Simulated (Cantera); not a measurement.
Input: 1 mol C2H4, 9.1 mol H2, at 7.50 bar.

These are equilibrium values from Cantera (NASA tables, ideal gas, pure condensed phases), not measurements of a reactor. Candidate condensed phases: C, C6H6, C7H8, C8H18; 76 gas species. Rates play no part. All values below are at 1423 K.

Base state: H2 0.973, CH4 0.0270, C2H4 1.56e-5 (mole fractions); condensed: C(graphite).

### Question
What changes in the equilibrium state with this change: pressure from 7.50 bar to 7.00 mbar?

### Answer
```tsv
species	before	after
H2	0.973	1.000
H	2.39e-6	7.94e-5
CH4	0.0270	2.67e-5
C2H4	1.56e-5	1.54e-8
C(graphite), mol	1.71	2.00
```
